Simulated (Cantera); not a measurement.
Reactions in the system C-Fe-H-S

Source: NASA polynomial tables (part measured, part estimated), evaluated in Cantera. Values are per mole of reaction as written; species without (g) are pure solids or liquids, kept so even where they would boil at 1 bar.

2 CS₂(g) + 3 Fe + 2 H₂S(g) → 3 FeS₂ + C₂H₄(g)

| T (K) | ΔH° (kJ) | ΔS° (J/K) | ΔG° (kJ) | log10 K |
|---|---|---|---|---|
| 525 | -654.0 | -589.3 | -344.7 | 34.29 |
| 575 | -653.5 | -588.4 | -315.2 | 28.63 |
| 625 | -653.0 | -587.5 | -285.8 | 23.89 |
| 675 | -652.4 | -586.6 | -256.5 | 19.85 |
| 725 | -651.9 | -585.8 | -227.2 | 16.37 |
